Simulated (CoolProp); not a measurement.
Vapour-liquid equilibrium of C3F8 (R218) (1) + c-C4F8 (RC318) (2) at 349 kPa; x and y are mole fractions of (1).

Computed with CoolProp (multi-fluid Helmholtz-energy mixture model, Lemmon 2006 and Platzer 1990; pair parameters Bell 2016). This equation is an older, rougher fit; its heat capacities, sound speeds and derivatives of the liquid may be far off and weren't checked against measurements.

### Question
Give the bubble temperature and the first vapour's composition at x = 0.425, 0.65, 0.95. Is there an azeotrope?

### Answer
x = 0.425: 288.9 K, y = 0.641; x = 0.65: 279.6 K, y = 0.857; x = 0.95: 269.3 K, y = 0.988. No azeotrope shows between x = 0.05 and 0.95.

Pair parameters are fitted to limited data, so mixtures are less certain than the pure fluids.
